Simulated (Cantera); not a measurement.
A perfectly stirred reactor is fed with 7.60 % CH₄, 1.06 % C₂H₆, 1.14 % C₃H₈, 18.9 % O₂, 71.3 % N₂, at 1.20 bar; it is adiabatic with a 675 K inlet, and is followed from long to short residence time, starting on the burning branch (τ in s: 0.23, 0.096, 0.041, 0.017, 0.0073, 0.0031, 0.0013, 0.00055, 0.00023, 9.9e-05, 4.2e-05, 1.8e-05).

Model: GRI-Mech 3.0 (53 species, 325 reactions), integrated in Cantera. GRI-Mech 3.0 was tuned for natural gas; its chemistry of propane as a main component is partial and can be far from experiment.

x: mole fraction; the columns are a selection and need not sum to one.

```csv
τ (s),T (K),x CH₄,x C₂H₆,x C₃H₈,x H₂O₂,x C₂H₂
0.23,2331,2.85e-6,1.16e-8,1.29e-8,1.20e-8,1.16e-6
0.096,2326,(withheld),(withheld),(withheld),(withheld),(withheld)
0.041,2319,9.19e-6,6.07e-8,6.27e-8,1.92e-8,3.82e-6
0.017,2308,1.49e-5,1.37e-7,1.34e-7,2.67e-8,6.04e-6
0.0073,2292,2.34e-5,2.95e-7,2.70e-7,3.71e-8,8.89e-6
0.0031,2271,3.87e-5,6.36e-7,5.49e-7,5.06e-8,1.31e-5
0.0013,2244,6.93e-5,1.39e-6,1.14e-6,6.74e-8,2.03e-5
0.00055,2215,0.000135,3.11e-6,2.46e-6,8.78e-8,3.49e-5
0.00023,2179,0.000296,7.47e-6,5.71e-6,1.18e-7,7.15e-5
9.9e-5,2127,0.000746,1.99e-5,1.48e-5,1.85e-7,0.000183
4.2e-5,675,0.0760,0.0106,0.0114,<1e-12,<1e-12
1.8e-5,675,0.0760,0.0106,0.0114,<1e-12,<1e-12
```

Problem. Fill in the missing entries.

Solution. 
- 0.096, x CH₄: 5.42e-6
- 0.096, x C₂H₆: 2.71e-8
- 0.096, x C₃H₈: 2.92e-8
- 0.096, x H₂O₂: 1.46e-8
- 0.096, x C₂H₂: 2.24e-6
